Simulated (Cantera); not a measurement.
# Equilibrium for roasting and sulfation: FeS₂ + SO₂ + N₂

A closed system holds: 1 mol FeS₂, 0.057 mol SO₂, 3.6 mol N₂, equilibrated at 1000 Pa.

These are equilibrium values from Cantera (NASA tables, ideal gas, pure condensed phases), not measurements of a reactor. Candidate condensed phases: Fe, FeO, FeS, FeSO₄, FeS₂, Fe₂O₃, Fe₂(SO₄)₃, Fe₃O₄, S; 19 gas species. FeS: taken at fixed stoichiometry. Rates play no part.

```csv
T (°C),x N₂,x S₂,x SO₂,x SO,x S,x Fe,n FeS(l)
1202,0.866,0.120,0.0128,0.00153,0.000105,8.75e-7,1.000
1252,0.866,0.119,0.0125,0.00209,0.000187,3.52e-6,1.000
1302,0.865,0.119,0.0121,0.00279,0.000322,1.29e-5,1.000
1352,0.865,0.119,0.0117,0.00365,0.000535,4.38e-5,1.000
1402,0.865,0.118,0.0112,0.00466,0.000864,0.000138,0.999
1452,0.864,0.118,0.0106,0.00582,0.00136,0.000404,0.998
1502,0.862,0.117,0.00993,0.00714,0.00207,0.00111,0.995
```
x: gas mole fraction; n: condensed amount in mol.

From 1202 °C to 1502 °C the condensed part is FeS(l). The main Fe-bearing gas is Fe throughout.
